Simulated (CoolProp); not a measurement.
Properties of propylene along the isotherm 208.1 K.

Model: reference Helmholtz-energy equation of state, Lemmon 2013, in CoolProp.

| p (kPa) | phase | speed of sound (m/s) | conductivity (mW/(m K)) |
|---|---|---|---|
| 7.2 | gas | 221.0 | 9.43 |
| 12.2 | gas | 220.7 | 9.42 |
| 20.5 | gas | 220.1 | 9.41 |
| 34.6 | gas | 219.2 | 9.39 |
| 58.4 | liquid | 1299 | 153 |
| 98.6 | liquid | 1300 | 153 |
| 166 | liquid | 1300 | 153 |
| 281 | liquid | 1301 | 153 |
| 474 | liquid | 1302 | 153 |
| 800 | liquid | 1305 | 153 |
| 1350 | liquid | 1308 | 153 |
| 2280 | liquid | 1315 | 154 |

Thermal conductivity comes from a separate model (Huber 2003), an estimate that may be off by 10 % or more.
